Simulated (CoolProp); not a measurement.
Properties of R1234ze(E) along the isotherm 420 K (Tc = 382.5 K, pc = 3635 kPa, ω = 0.313).

Model: reference Helmholtz-energy equation of state, Thol 2016, in CoolProp.

| p (kPa) | phase | density (kg/m³) | cp (kJ/(kg K)) | cv (kJ/(kg K)) | isothermal compressibility (1/MPa) | viscosity (µPa s) |
|---|---|---|---|---|---|---|
| 1880 | gas | 71.40 | 1.164 | 1.014 | 0.6248 | 17.7 |
| 3750 | supercritical | 176.4 | 1.435 | 1.062 | 0.4096 | 19.7 |
| 5620 | supercritical | 372.3 | 2.280 | 1.124 | 0.3833 | 28.4 |
| 7500 | supercritical | 604.3 | 2.223 | 1.110 | 0.1375 | 47.7 |
| 9380 | supercritical | 713.3 | 1.871 | 1.086 | 0.05770 | 60.6 |
| 11200 | supercritical | 773.4 | 1.716 | 1.073 | 0.03475 | 68.8 |
| 13100 | supercritical | 817.0 | 1.626 | 1.065 | 0.02413 | 75.6 |
| 15000 | supercritical | 850.2 | 1.569 | 1.060 | 0.01836 | 81.6 |

The peak of cp marks the crossing from liquid-like to gas-like fluid above the critical point.

Viscosity comes from a separate model (Bell 2016), an estimate that may be off by 10 % or more.
